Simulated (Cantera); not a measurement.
A Cantera script and what it prints.

```python
import numpy as np
import cantera as ct

gas_names = """
    CL CL2 H HCL H2 Si SiCL SiCL2 SiCL3 SiCL4 SiH SiHCL3 SiH2 SiH2CL2 SiH3 SiH3CL SiH4 Si2 Si3
""".split()
cond_names = """
    Si(cr) Si(L)
""".split()


# ... load() reads the species with a 1 bar reference pressure and builds the phases ...
atoms = {
    'SiH2Cl2': {'Si': 1, 'H': 2, 'CL': 2},
    'H2': {'H': 2},
}
top_T = {}  # K; cautious upper limits of use, not melting points


# ... equilibrate(T, P, feed) seeds the gas with the atoms and calls Mixture.equilibrate('TP', solver="vcs", rtol=1e-11, max_steps=5000) ...
results = []
feed = {'SiH2Cl2': 1, 'H2': 4.1}  # mol
P = 340  # Pa
for T in [1400, 1450, 1500, 1550, 1600, 1650, 1700, 1750]:
    mix = equilibrate(T, P, feed)
    results.append((T, P, feed, dict(zip(mix.species_names, mix.species_moles))))

top = {s: max(r[3][s] / sum(r[3][g] for g in gas_names) for r in results) for s in gas_names}
cols = sorted((s for s in top if top[s] > 1e-05), key=lambda s: -top[s])[:6]
seen = [c for c in cond_names if any(r[3].get(c, 0) > 1e-12 for r in results)]
print("log10 of partial pressures in bar; condensed amounts in mol")
print(f"{'T/K':>10s}" + "".join(f"{s[:9]:>10s}" for s in cols + seen))
for T, P, feed, n in results:
    ng = sum(n[g] for g in gas_names)
    print(f"{T:10.4g}" + "".join(f"{np.log10(max(n[s] / ng * P / 1e5, 1e-99)):10.3f}" for s in cols)
          + "".join(f"{n.get(c, 0):10.4g}" for c in seen))
```

Output:

```
log10 of partial pressures in bar; condensed amounts in mol
       T/K        H2       HCL     SiCL2     SiCL3         H     SiCL4    Si(cr)     Si(L)
      1400    -2.585    -3.302    -3.550    -4.863    -6.605    -5.548    0.4641         0
      1450    -2.585    -3.304    -3.534    -5.005    -6.317    -5.913    0.4558         0
      1500    -2.585    -3.308    -3.524    -5.143    -6.047    -6.260    0.4488         0
      1550    -2.585    -3.312    -3.516    -5.274    -5.794    -6.587    0.4426         0
      1600    -2.585    -3.316    -3.510    -5.398    -5.557    -6.895    0.4369         0
      1650    -2.585    -3.320    -3.505    -5.516    -5.334    -7.186    0.4315         0
      1700    -2.586    -3.322    -3.504    -5.627    -5.124    -7.456         0    0.4291
      1750    -2.587    -3.311    -3.513    -5.729    -4.927    -7.695         0    0.4383
```

Method: chemical equilibrium by Gibbs-energy minimisation in Cantera with the NASA 1993 tables (ideal gas, pure condensed phases). The tables' values for SiCl3, SiCl are old estimates; treat these amounts as uncertain. Gases not in the tables: Si2H6 and higher silanes.
